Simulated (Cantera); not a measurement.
Input: 1 mol Si, 0.013 mol H2O, 770 mol H2, 0.71 mol N2O, equilibrated at 73.0 mbar.

Cantera equilibrium calculation (NASA polynomials, part measured and part estimated; ideal gas, pure solids and liquids). Candidate condensed phases: H2O, Si, SiO2, Si2N2O, Si3N4; 35 gas species. Mutual solubility and eutectic melting of coexisting phases are not modelled. The tables hold silica as quartz up to 1696 K and as liquid above; real silica turns to tridymite and cristobalite and melts near 1996 K. The numbers say what is thermodynamically allowed, not how fast it happens.

Q: At 1127 °C, list the 4 most abundant gas species with their mole fractions, and the condensed phases.

A: H2 1.000, N2 0.000382, SiO 5.66e-5, H2O 1.86e-5. Condensed: SiO2(β-quartz) + Si2N2O(s).
